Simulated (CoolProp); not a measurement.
Model: reference Helmholtz-energy equation of state, Span 2000, in CoolProp.

Give the vapour pressure (MPa), liquid cp (kJ/(kg K)), vapour viscosity (µPa s) of saturated nitrogen at 101.3, 121.7 K.


```json
[
 {"T (K)": "101.3", "p (MPa)": "0.851", "liquid cp (kJ/(kg K))": "2.35", "vapour viscosity (µPa s)": "7.57"},
 {"T (K)": "121.7", "p (MPa)": "2.73", "liquid cp (kJ/(kg K))": "5.57", "vapour viscosity (µPa s)": "11.2"}
]
```

Viscosity comes from a separate model (Lemmon 2004).
